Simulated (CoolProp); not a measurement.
Properties of R1234ze(E) at several states (Tc = 382.5 K, pc = 3635 kPa, ω = 0.313).

Model: reference Helmholtz-energy equation of state, Thol 2016, in CoolProp.

```csv
T (K),p (kPa),phase,Z,cp (kJ/(kg K)),isothermal compressibility (1/MPa),viscosity (µPa s)
289.3,16,gas,0.9959,0.8624,62.76,12.0
185.1,116,liquid,0.005844,1.217,0.0009180,1150
205.6,173,liquid,0.008128,1.225,0.001150,721
216.1,176,liquid,0.008017,1.233,0.001300,591
388.1,1280,gas,0.8723,1.107,0.9060,16.3
```

Viscosity comes from a separate model (Bell 2016), an estimate that may be off by 10 % or more.
